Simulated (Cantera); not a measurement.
Feed: 1 mol C₂F₆, 0.27 mol H₂, at 2173 K.

Equilibrium computed with Cantera from the NASA thermochemical tables; the gas is ideal and each condensed phase is pure. Candidate condensed phases: C, C₆H₆, C₇H₈, C₈H₁₈; 95 gas species. The feed counts by its element totals alone. Gases not in the tables: C₂F₆ and larger saturated fluorocarbons. The numbers say what is thermodynamically allowed, not how fast it happens.

Problem. What share of the C ends up in condensed phases as a function of P (Pa), at 1, 3.60, 13, 46, 170, 600, 2200, 7700, 28000, 100000?

Solution. 
| P (Pa) | C condensed (%) | as |
|---|---|---|
| 1 | 93.5 | C(graphite) |
| 3.60 | 85.5 | C(graphite) |
| 13 | 65.4 | C(graphite) |
| 46 | 35.3 | C(graphite) |
| 170 | 16.3 | C(graphite) |
| 600 | 17.2 | C(graphite) |
| 2200 | 22.5 | C(graphite) |
| 7700 | 26.3 | C(graphite) |
| 28000 | 28.7 | C(graphite) |
| 100000 | 30.0 | C(graphite) |
